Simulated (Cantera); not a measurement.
Input: 1 mol H2S, 0.031 mol SO2, 11 mol N2, at 1.00 bar.

Method: chemical equilibrium by Gibbs-energy minimisation in Cantera with the NASA 1993 tables (ideal gas, pure condensed phases). Candidate condensed phases: H2O, H2SO4, S; 60 gas species. Ions and electrons are included (thermal ionisation). Rates play no part. All values below are at 3500 K.

Base state: N2 0.809, H 0.0922, S 0.0595, H2 0.0244, SH 0.00492, S2 0.00448, SO 0.00214, O 0.00115 (mole fractions); condensed: gas only.

Question: What changes in the equilibrium state with this change: SO2 from 0.031 to 0.053 mol?

Answer: 
```
species    before     after
-------  --------  --------
N2          0.809     0.807
H          0.0922    0.0917
S          0.0595    0.0594
SO        0.00214   0.00364
O         0.00115   0.00195
H2         0.0244    0.0241
O2        5.41e-6   1.56e-5
SO2       1.42e-5   4.08e-5
NO       0.000413  0.000700
OH       0.000520  0.000879
H2O      0.000299  0.000502
```

Question: What changes in the equilibrium state with this change: N2 from 11 to 3.9 mol?

Answer: 
| species | before | after |
|---|---|---|
| N2 | 0.809 | 0.620 |
| H | 0.0922 | 0.157 |
| S | 0.0595 | 0.111 |
| S2 | 0.00448 | 0.0156 |
| SH | 0.00492 | 0.0156 |
| H2 | 0.0244 | 0.0706 |
| H2S | 9.40e-5 | 0.000507 |
| S2O | 2.57e-6 | 1.20e-5 |
| H2O | 0.000299 | 0.00116 |
| SO2 | 1.42e-5 | 4.75e-5 |
